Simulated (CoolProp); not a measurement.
n-perfluorohexane along the isobar 4.44 bar: density (kg/m³) from the reference equation and from simpler models built on Tc = 174.9 °C, pc = 17.42 bar, ω = 0.497; each cubic takes its own stable root.

Values from CoolProp's reference Helmholtz-energy equation of state, Gao 2022.

```tsv
T (°C)	phase	reference
-5.35	liquid	1764
20.65	liquid	1690
46.75	liquid	1613
72.75	liquid	1529
98.75	liquid	1432
124.75	gas	53.76
150.85	gas	48.36
176.85	gas	44.28
```

Q: How far does each simpler model (van der Waals, Redlich-Kwong, Soave-Redlich-Kwong, Peng-Robinson) lie from the reference over these 8 states: mean and median of the absolute difference, and the worst?

A: 
- van der Waals: mean 41.9 %, median 44.4 %, worst -96.1 % at 98.75 °C and 4.44 bar
- Redlich-Kwong: mean 22.3 %, median 18.6 %, worst -95.9 % at 98.75 °C and 4.44 bar
- Soave-Redlich-Kwong: mean 8.9 %, median 13.2 %, worst -15.9 % at 98.75 °C and 4.44 bar
- Peng-Robinson: mean 2.0 %, median 2.0 %, worst -4.5 % at 98.75 °C and 4.44 bar

At some of these states van der Waals, Redlich-Kwong gives the other phase, because its saturation line lies elsewhere.
